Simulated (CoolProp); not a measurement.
Model: reference Helmholtz-energy equation of state, Gao 2016, in CoolProp.

Question: For sulfur dioxide, give the phase and the Z, cp (kJ/(kg K)), speed of sound (m/s), expansivity (1/kK) at 525 K and 6650 kPa.

Answer: 
- 525 K and 6650 kPa: gas; Z 0.849, cp 0.952, speed of sound 266, expansivity 3.40
